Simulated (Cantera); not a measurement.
A Cantera script and its output.

```python
import numpy as np
import cantera as ct

gas = ct.Solution("gri30.yaml")
gas.TPX = 1400, 23000, {'CH4': 1, 'N2': 12}
reactor = ct.IdealGasConstPressureReactor(gas, energy="off", clone=False)
net = ct.ReactorNet([reactor])
net.rtol, net.atol = 1e-08, 1e-18
show = ['CH4', 'H2', 'C2H2', 'C2H', 'CH2', 'H']
times = np.geomspace(0.0009, 200, 12)

steps = ct.SolutionArray(gas, extra=["t"])
rows = []
print(f"{'t/s':>10s}{'T/K':>9s}{'P/Pa':>11s}" + "".join(f"{s:>11s}" for s in show))
for t in times:
    while net.time < t:
        t_next = net.step()
        steps.append(gas.state, t=t_next)
    rows.append([np.interp(t, steps.t, y) for y in (steps.T, steps.P, *steps(*show).X.T)])
    print(f"{t:10.3e}{rows[-1][0]:9.1f}{rows[-1][1]:11.4g}" + "".join(f"{x:11.3e}" for x in rows[-1][2:]))
rate = np.gradient(steps.T, steps.t)
print("integrator steps:", len(steps.t))
if steps.T.max() > steps.T[0] + 200:
    print(f"time of steepest temperature rise: {steps.t[rate.argmax()]:.4e} s")
gas.TPX = 1400, 23000, {'CH4': 1, 'N2': 12}
gas.equilibrate("TP")
print(f"equilibrium (TP): T = {gas.T:.1f} K  " + "  ".join(f"{s} {gas[s].X[0]:.3e}" for s in show))
```

It prints:

```
       t/s      T/K       P/Pa        CH4         H2       C2H2        C2H        CH2          H
 9.000e-04   1400.0    2.3e+04  7.692e-02  5.942e-07  4.719e-14  7.908e-22  7.071e-13  2.609e-09
 2.756e-03   1400.0    2.3e+04  7.692e-02  1.838e-06  4.473e-12  2.267e-19  6.149e-12  2.668e-09
 8.441e-03   1400.0    2.3e+04  7.691e-02  5.953e-06  4.180e-10  5.949e-17  4.421e-11  3.096e-09
 2.585e-02   1400.0    2.3e+04  7.688e-02  2.239e-05  2.676e-08  4.625e-15  1.542e-10  4.526e-09
 7.916e-02   1400.0    2.3e+04  7.677e-02  1.010e-04  1.007e-06  8.779e-14  3.992e-10  9.166e-09
 2.424e-01   1400.0    2.3e+04  7.623e-02  5.839e-04  3.265e-05  1.723e-12  9.175e-10  3.182e-08
 7.425e-01   1400.0    2.3e+04  7.402e-02  3.211e-03  5.868e-04  2.206e-11  1.107e-09  1.247e-07
 2.274e+00   1400.0    2.3e+04  6.837e-02  1.120e-02  3.300e-03  9.475e-11  7.774e-10  3.321e-07
 6.963e+00   1400.0    2.3e+04  5.712e-02  2.719e-02  8.816e-03  2.145e-10  4.998e-10  6.831e-07
 2.132e+01   1400.0    2.3e+04  3.850e-02  5.322e-02  1.754e-02  3.996e-10  3.022e-10  1.252e-06
 6.531e+01   1400.0    2.3e+04  1.737e-02  8.254e-02  2.721e-02  6.728e-10  1.623e-10  2.108e-06
 2.000e+02   1400.0    2.3e+04  5.595e-03  9.880e-02  3.253e-02  9.558e-10  7.423e-11  2.998e-06
integrator steps: 1420
equilibrium (TP): T = 1400.0 K  CH4 2.261e-03  H2 1.038e-01  C2H2 1.194e-02  C2H 3.665e-10  CH2 3.278e-11  H 3.289e-06
```

Detailed kinetics in Cantera: GRI-Mech 3.0 (53 species, 325 reactions). GRI-Mech 3.0 stops at C3 and has no aromatics, soot or wall deposition, so with more carbon than oxygen in the feed, carbon stays in small species such as C2H2 where larger ones or solid carbon would form.
